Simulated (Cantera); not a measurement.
Input: 1 mol SO2, 15 mol H2, 1.2 mol O2, held at 0.0100 bar.

These are equilibrium values from Cantera (NASA tables, ideal gas, pure condensed phases), not measurements of a reactor. Candidate condensed phases: H2O, H2SO4, S; 19 gas species. Rates play no part. All values below are at 1350 K.

Base state: H2 0.652, H2O 0.290, H2S 0.0486, S2 0.00837, SH 0.000617, SO2 0.000113, SO 2.97e-5, H 1.92e-5 (mole fractions); condensed: gas only.

Problem. What changes in the equilibrium state with this change: H2 from 15 to 2 mol?

Solution. 
| species | before | after |
|---|---|---|
| H2O | 0.290 | 0.625 |
| SO2 | 0.000113 | 0.312 |
| O2 | <1e-9 | 0.0622 |
| H2 | 0.652 | 5.12e-6 |
| H2S | 0.0486 | <1e-9 |
| S2 | 0.00837 | <1e-9 |
| SO3 | <1e-9 | 0.000683 |
| SH | 0.000617 | <1e-9 |
